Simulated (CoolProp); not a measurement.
Properties of nitrous oxide along the isotherm 315.3 K.

Values from CoolProp's reference Helmholtz-energy equation of state, Lemmon 2006. It is a short technical equation, of lower accuracy than the large ones.

| p (kPa) | phase | cp (kJ/(kg K)) | speed of sound (m/s) | isothermal compressibility (1/MPa) | expansivity (1/kK) | fugacity coefficient |
|---|---|---|---|---|---|---|
| 3020 | gas | 1.140 | 250.9 | 0.3967 | 5.305 | 0.8672 |
| 6040 | gas | 2.032 | … | 0.3016 | 13.14 | … |
| 9060 | supercritical | 5.732 | 270.4 | 0.1281 | 34.62 | 0.5916 |
| 12100 | supercritical | 2.850 | 389.6 | 0.02773 | 11.12 | 0.4771 |
| 15100 | supercritical | 2.383 | 454.7 | 0.01621 | 7.666 | 0.4086 |
| 18100 | supercritical | 2.168 | 503.2 | 0.01162 | 6.133 | 0.3632 |
| 21100 | supercritical | … | 543.0 | 0.009117 | 5.232 | 0.3312 |
| 24100 | supercritical | 1.952 | … | 0.007533 | 4.626 | 0.3077 |
| 27200 | supercritical | 1.886 | … | 0.006403 | 4.171 | 0.2895 |
| 30200 | supercritical | 1.836 | 636.3 | … | … | 0.2761 |
| 33200 | supercritical | 1.797 | 661.6 | 0.004983 | 3.564 | 0.2656 |
| 36200 | supercritical | 1.764 | … | 0.004492 | 3.343 | 0.2574 |

### Question
What belongs in the gaps?

### Answer

- 6040, speed of sound (m/s): 220.2
- 6040, fugacity coefficient: 0.7376
- 21100, cp (kJ/(kg K)): 2.039
- 24100, speed of sound (m/s): 577.3
- 27200, speed of sound (m/s): 608.7
- 30200, isothermal compressibility (1/MPa): 0.005600
- 30200, expansivity (1/kK): 3.834
- 36200, speed of sound (m/s): 685.1

The peak of cp marks the crossing from liquid-like to gas-like fluid above the critical point.
